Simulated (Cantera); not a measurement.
Input: 1 mol MgCl2, 6.6 mol H2O, 0.99 mol H2, at 133 Pa.

Cantera equilibrium calculation (NASA polynomials, part measured and part estimated; ideal gas, pure solids and liquids). Candidate condensed phases: H2O, Mg, MgCl2, MgO, Mg(OH)2; 22 gas species. Kinetics and transport are ignored. All values below are at 1452 °C.

Base state: H2O 0.652, HCl 0.226, H2 0.116, Cl 0.00262, MgCl2 0.00186, H 0.00173, OH 0.000537, Mg 2.07e-5 (mole fractions); condensed: MgO(s).

**Question.** What changes in the equilibrium state with this change: H2 from 0.99 to 0.32 mol?

**Answer.** 
| species | before | after |
|---|---|---|
| H2O | 0.652 | 0.705 |
| HCl | 0.226 | 0.243 |
| H2 | 0.116 | 0.0428 |
| MgCl2 | 0.00186 | 0.00199 |
| O2 | 1.61e-5 | 0.000137 |
| O | 6.37e-6 | 1.86e-5 |
| Mg | 2.07e-5 | 7.09e-6 |
| MgO(s), mol | 0.984 | 0.984 |
